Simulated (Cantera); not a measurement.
A diamond (100) surface in a fixed gas of H2 with x(CH4) = 0.017, x(H) = 0.0083, x(CH3) = 0.00067, 22000 Pa; coverages are run to steady state.

Detailed kinetics in Cantera: the Harris–Goodwin 1993 mechanism for the reconstructed diamond (100) surface.

θ: site fractions in the mechanism's names (c6HH fully hydrogenated, c6H* and c6*H radical sites, c6** diradical, c6HM methylated).

```tsv
T (K)	growth (µm/h)	θ c6HH	θ c6H*	θ c6*H	θ c6**	θ c6HM
900	?	0.639	0.00995	0.270	0.00400	0.0626
950	?	0.602	0.0135	0.313	0.00617	0.0506
1000	?	0.564	0.0176	0.353	0.00906	0.0411
1050	?	0.527	0.0222	0.390	0.0127	0.0335
1100	?	0.492	0.0271	0.423	0.0172	0.0269
1150	117	0.460	0.0323	0.452	0.0226	0.0208
1200	116	0.430	0.0378	0.478	0.0288	0.0147
1250	?	0.403	0.0434	0.501	0.0359	0.00914
1300	?	0.378	0.0490	0.519	0.0436	0.00488
1350	?	0.355	0.0544	0.533	0.0517	0.00234
1400	?	0.334	0.0597	0.543	0.0601	0.00105
```

Question: Some entries are withheld; supply them.

Answer: 
- 900, growth (µm/h): 42.5
- 950, growth (µm/h): 56.9
- 1000, growth (µm/h): 73.0
- 1050, growth (µm/h): 90.0
- 1100, growth (µm/h): 106
- 1250, growth (µm/h): 101
- 1300, growth (µm/h): 79.6
- 1350, growth (µm/h): 62.3
- 1400, growth (µm/h): 53.0
